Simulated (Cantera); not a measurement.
## Ignition delay

Mixture: CH₄ : C₂H₆ : C₃H₈ : O₂ : N₂ : CO₂ : H₂O = 1 : 0.057 : 0.042 : 1.51 : 5.66 : 2 : 0.44 (molar parts), at 760 Torr, adiabatic and at constant pressure. Ignition delay is the time to a rise of 400 K.

Cantera simulation using GRI-Mech 3.0 (53 species, 325 reactions); the numbers are that mechanism's predictions, not measurements.

| T0 (K) | delay (ms) |
|---|---|
| 1275 | 5.52 |
| 1350 | 2.12 |
| 1425 | 0.904 |
| 1500 | 0.425 |
| 1575 | 0.220 |
| 1650 | 0.125 |
| 1725 | 0.0767 |
| 1800 | 0.0509 |
| 1875 | 0.0359 |
| 1950 | 0.0267 |

```json
{
  "apparent activation energy between 1800 and 1950 K": "130 kJ/mol"
}
```
